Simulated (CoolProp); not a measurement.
A closed Brayton cycle with carbon dioxide: compressor inlet 307.15 K and 8.5 MPa, high pressure 24.8 MPa, turbine inlet 985 K, compressor efficiency 0.85, turbine efficiency 0.9, recuperator effectiveness 0.95 (on enthalpy, no pinch check). Each further row changes one setting.

Model: reference Helmholtz-energy equation of state, Span 1996, in CoolProp.

| case | thermal efficiency (%) | net work (kJ/kg) | compressor to turbine work | compressor exit (K) | turbine exit (K) |
|---|---|---|---|---|---|
| as stated | 42.7 | 143 | 0.16 | 338.8 | 842.1 |
| turbine inlet 935 K | 41.4 | 133 | 0.17 | 338.8 | 797.0 |
| compressor inlet 317.15 K | 42.4 | 123 | 0.28 | 394.7 | 842.1 |
| high pressure 21.1 MPa | 40.6 | 124 | 0.14 | 333.2 | 862.9 |
| recuperator effectiveness 0.5 | 23.5 | 143 | 0.16 | 338.8 | 842.1 |
